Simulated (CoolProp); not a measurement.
A simple Rankine cycle with isohexane: condensing at 332.15 K, boiler at 0.293 MPa, turbine inlet 386.1 K, turbine efficiency 0.65, pump efficiency 0.8, no recuperator. Each further row changes one setting.

Values from CoolProp's reference Helmholtz-energy equation of state, Lemmon 2006. It is a short technical equation, of lower accuracy than the large ones.

```
case                             thermal efficiency (%)  net work (kJ/kg)  heat in (kJ/kg)  turbine exit temperature (K)  volume ratio over the turbine
-------------------------------  ----------------------  ----------------  ---------------  ----------------------------  -----------------------------
as stated                                           5.7              24.0              422                         370.5                           3.06
turbine inlet 406.1 K                               5.5              25.6              466                         390.9                           3.03
condensing temperature 324.15 K                     6.7              29.8                …                         367.1                              …
boiler pressure 0.205 MPa                           3.9              16.7              426                         375.9                           2.11
turbine efficiency 0.55                             4.8              20.3              422                         372.3                              …
```

Task: What belongs in the gaps?

Result: 
- condensing temperature 324.15 K, heat in (kJ/kg): 442
- condensing temperature 324.15 K, volume ratio over the turbine: 3.97
- turbine efficiency 0.55, volume ratio over the turbine: 3.08
